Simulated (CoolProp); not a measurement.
Propane along the isotherm 388.4 K: Z from the reference equation and from simpler models built on Tc = 369.9 K, pc = 4.251 MPa, ω = 0.152; each cubic takes its own stable root.

Model: reference Helmholtz-energy equation of state, Lemmon 2009, in CoolProp.

| p (MPa) | phase | reference |
|---|---|---|
| 2.66 | gas | 0.7905 |
| 5.31 | supercritical | 0.4313 |
| 7.97 | supercritical | 0.3260 |
| 10.6 | supercritical | 0.3906 |
| 13.3 | supercritical | 0.4625 |
| 15.9 | supercritical | 0.5319 |
| 18.6 | supercritical | 0.6034 |
| 21.3 | supercritical | 0.6739 |

**Question.** How far does each simpler model (van der Waals, Redlich-Kwong, Soave-Redlich-Kwong, Peng-Robinson) lie from the reference over these 8 states: mean and median of the absolute difference, and the worst?

**Answer.** 
- van der Waals: mean 24.8 %, median 31.5 %, worst +31.7 % at 388.4 K and 21.3 MPa
- Redlich-Kwong: mean 6.5 %, median 6.6 %, worst +12.9 % at 388.4 K and 7.97 MPa
- Soave-Redlich-Kwong: mean 8.0 %, median 7.5 %, worst +15.6 % at 388.4 K and 7.97 MPa
- Peng-Robinson: mean 2.7 %, median 2.4 %, worst +5.5 % at 388.4 K and 7.97 MPa
